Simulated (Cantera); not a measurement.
A perfectly stirred reactor is fed with 3.39 % C2H6, 15.6 % O2, 58.6 % N2, 22.4 % H2O, at 3750 Torr; it is adiabatic with a 700 K inlet, and is followed from long to short residence time, starting on the burning branch (τ in s: 0.035, 0.017, 0.0087, 0.0044, 0.0022, 0.0011, 0.00056, 0.00028, 0.00014, 7.1e-05, 3.6e-05, 1.8e-05).

Model: GRI-Mech 3.0 (53 species, 325 reactions), integrated in Cantera.

x: mole fraction; the columns are a selection and need not sum to one.

```
τ (s)    T (K)    x C2H6    x O2  x H2O       x H   x CO2    x HCO    x NO2
-------  -----  --------  ------  -----  --------  ------  -------  -------
0.035     1911   6.94e-7  0.0369  0.319         …  0.0663  4.49e-9  4.97e-8
0.017     1908   1.31e-6  0.0370  0.319         …  0.0661  9.02e-9  3.98e-8
0.0087    1905   2.29e-6  0.0371  0.318         …  0.0659  1.73e-8  3.60e-8
0.0044    1900   3.97e-6  0.0373  0.318         …  0.0655  3.39e-8  3.43e-8
0.0022    1892   6.86e-6  0.0377  0.317         …  0.0648  6.86e-8  3.27e-8
0.0011    1880   1.18e-5  0.0383  0.316         …  0.0638  1.44e-7  3.00e-8
0.00056   1864   2.03e-5  0.0393  0.315         …  0.0623  3.05e-7  2.63e-8
0.00028   1838   3.64e-5  0.0409  0.313         …  0.0598  6.82e-7  2.22e-8
0.00014   1798   7.12e-5  0.0437  0.311  0.000514  0.0554  1.55e-6  1.76e-8
7.1e-5    1696  0.000228  0.0523  0.306  0.000554  0.0432  3.66e-6  9.42e-9
3.6e-5     700    0.0339   0.156  0.224    <1e-12  <1e-12   <1e-12   <1e-12
1.8e-5     700    0.0339   0.156  0.224    <1e-12  <1e-12   <1e-12   <1e-12
```

**Question.** Complete the blanks.

**Answer.** 
- 0.035, x H: 8.86e-6
- 0.017, x H: 1.36e-5
- 0.0087, x H: 2.20e-5
- 0.0044, x H: 3.77e-5
- 0.0022, x H: 6.68e-5
- 0.0011, x H: 0.000119
- 0.00056, x H: 0.000203
- 0.00028, x H: 0.000338
